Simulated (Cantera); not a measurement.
A perfectly stirred reactor is fed with CO : H₂ : CH₄ : O₂ : N₂ = 1 : 1 : 0.68 : 4 : 15 (molar parts), equivalence ratio 0.59, at 22000 Pa; it is adiabatic with a 598 K inlet, and is followed from long to short residence time, starting on the burning branch (τ in s: 0.41, 0.12, 0.036, 0.011, 0.0031, 0.00092, 0.00027, 8e-05, 2.4e-05).

Computed with Cantera and GRI-Mech 3.0 (53 species, 325 reactions).

Q: Predict: blow-out, bracketed by the residence times tried; x(CO) at τ = 0.410 s; x(H₂) at τ = 0.410 s; x(CH₄) at τ = 0.410 s; x(NO) at τ = 0.410 s; x(CO) at τ = 3.10 ms; x(H₂) at τ = 3.10 ms; x(CH₄) at τ = 3.10 ms; x(NO) at τ = 3.10 ms.

A: 
```
Property                                                                        Value
------------------------------------------------  -----------------------------------
blow-out, bracketed by the residence times tried  burning at 0.270 ms, out at 80.0 µs
x(CO) at τ = 0.410 s                                                          0.00172
x(H₂) at τ = 0.410 s                                                         0.000521
x(CH₄) at τ = 0.410 s                                                         1.61e-6
x(NO) at τ = 0.410 s                                                         0.000321
x(CO) at τ = 3.10 ms                                                           0.0153
x(H₂) at τ = 3.10 ms                                                          0.00543
x(CH₄) at τ = 3.10 ms                                                         5.11e-5
x(NO) at τ = 3.10 ms                                                          1.87e-5
```
